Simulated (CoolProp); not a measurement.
A single-stage vapour-compression cycle with trans-2-butene: evaporating at 274.15 K (dew point), condensing at 313.15 K (bubble point), superheat 5 K, subcooling 8 K, compressor efficiency 0.6, no pressure losses. Each further row changes one setting.

Model: reference Helmholtz-energy equation of state, Lemmon 2005, in CoolProp. It is a short technical equation, of lower accuracy than the large ones.

```json
[
 {"case": "as stated", "cooling COP": "3.86", "pressure ratio": "3.60", "discharge temperature (K)": "338.7", "refrigerating effect (kJ/kg)": "342", "volumetric capacity (kJ/m³)": "875"},
 {"case": "evaporating temperature 279.15 K", "cooling COP": "4.58", "pressure ratio": "2.99", "discharge temperature (K)": "…", "refrigerating effect (kJ/kg)": "…", "volumetric capacity (kJ/m³)": "1060"},
 {"case": "condensing temperature 308.15 K", "cooling COP": "…", "pressure ratio": "3.12", "discharge temperature (K)": "332.0", "refrigerating effect (kJ/kg)": "353", "volumetric capacity (kJ/m³)": "906"},
 {"case": "subcooling 13 K", "cooling COP": "…", "pressure ratio": "3.60", "discharge temperature (K)": "338.7", "refrigerating effect (kJ/kg)": "353", "volumetric capacity (kJ/m³)": "906"},
 {"case": "superheat 15 K", "cooling COP": "3.87", "pressure ratio": "3.60", "discharge temperature (K)": "…", "refrigerating effect (kJ/kg)": "357", "volumetric capacity (kJ/m³)": "880"},
 {"case": "compressor efficiency 0.5", "cooling COP": "…", "pressure ratio": "3.60", "discharge temperature (K)": "…", "refrigerating effect (kJ/kg)": "342", "volumetric capacity (kJ/m³)": "875"}
]
```

Question: What belongs in the gaps?

Answer: 
- evaporating temperature 279.15 K, discharge temperature (K): 335.4
- evaporating temperature 279.15 K, refrigerating effect (kJ/kg): 348
- condensing temperature 308.15 K, cooling COP: 4.51
- subcooling 13 K, cooling COP: 3.99
- superheat 15 K, discharge temperature (K): 349.3
- compressor efficiency 0.5, cooling COP: 3.21
- compressor efficiency 0.5, discharge temperature (K): 348.4
